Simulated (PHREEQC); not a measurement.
Solution (25 °C): 5.4 mmol/kgw HCl, 2.3 mmol/kgw CaCl2 and 5.1 mmol/kgw MnSO4. Closed to the air; pH follows from the charge balance.

All values are PHREEQC results (ion-association model, phreeqc.dat), not measurements.

| Property | Value |
|---|---|
| pH | 2.40 |
| ionic strength | 0.0266 mol/kgw |
| specific conductance | 3110 µS/cm |
| total alkalinity | -5.40 meq/kg |

| species | molality | activity | log γ |
|---|---|---|---|
| Cl- | 0.00990 | 0.00845 | -0.069 |
| H+ | 0.00459 | 0.00403 | -0.056 |
| Mn+2 | 0.00426 | 0.00239 | -0.252 |
| SO4-2 | 0.00321 | 0.00175 | -0.263 |
| Ca+2 | 0.00196 | 0.00108 | -0.258 |
| HSO4- | 0.000802 | 0.000687 | -0.067 |
| MnSO4 | 0.000740 | 0.000744 | 0.003 |
| CaSO4 | 0.000334 | 0.000336 | 0.003 |
| MnCl+ | 9.56e-5 | 8.22e-5 | -0.066 |

No solid was allowed to form. Species that the database lacks are ignored.
